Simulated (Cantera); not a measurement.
Mixture: H₂ : O₂ : N₂ : NO = 1 : 0.51 : 1.92 : 0.0045 (molar parts), at 7500 Torr, adiabatic and at constant pressure. Ignition delay is the time to a rise of 400 K.

Computed with Cantera and GRI-Mech 3.0 (53 species, 325 reactions). The hydrogen kinetics of GRI-Mech 3.0 are dated; newer H2 mechanisms differ, most at raised pressure. The mechanism lacks 2 NO + O2 → 2 NO2 and HONO, so NO2 and the effect of NO are under-described below about 1400 K. Where the delays flatten at high temperature, the 400 K rule measures the pace of heat release, not the induction time.

**Question.** What does this change do: pressure from 7500 Torr to 1130 Torr?

**Answer.** 
| quantity | before | after |
|---|---|---|
| delay at 1273 K | 6.05 µs | 22.1 µs |
| delay at 1348 K | 3.16 µs | 16.5 µs |
| delay at 1423 K | 2.04 µs | 13.1 µs |
| delay at 1498 K | 1.48 µs | 11.0 µs |
| delay at 1573 K | 1.14 µs | 9.71 µs |
| delay at 1648 K | 0.925 µs | 8.98 µs |

**Question.** What does this change do: constant volume in place of constant pressure?

**Answer.** 
```json
[
 {"quantity": "delay at 1273 K", "before": "6.05 µs", "after": "5.84 µs"},
 {"quantity": "delay at 1348 K", "before": "3.16 µs", "after": "3.03 µs"},
 {"quantity": "delay at 1423 K", "before": "2.04 µs", "after": "1.95 µs"},
 {"quantity": "delay at 1498 K", "before": "1.48 µs", "after": "1.40 µs"},
 {"quantity": "delay at 1573 K", "before": "1.14 µs", "after": "1.08 µs"},
 {"quantity": "delay at 1648 K", "before": "0.925 µs", "after": "0.868 µs"},
 {"quantity": "apparent activation energy between 1498 and 1648 K", "before": "64 kJ/mol", "after": "66 kJ/mol"}
]
```

**Question.** What does this change do: pressure from 7500 Torr to 2780 Torr?

**Answer.** 
| quantity | before | after |
|---|---|---|
| delay at 1273 K | 6.05 µs | 9.72 µs |
| delay at 1348 K | 3.16 µs | 6.67 µs |
| delay at 1423 K | 2.04 µs | 4.96 µs |
| delay at 1498 K | 1.48 µs | 3.91 µs |
| delay at 1573 K | 1.14 µs | 3.23 µs |
| delay at 1648 K | 0.925 µs | 2.78 µs |
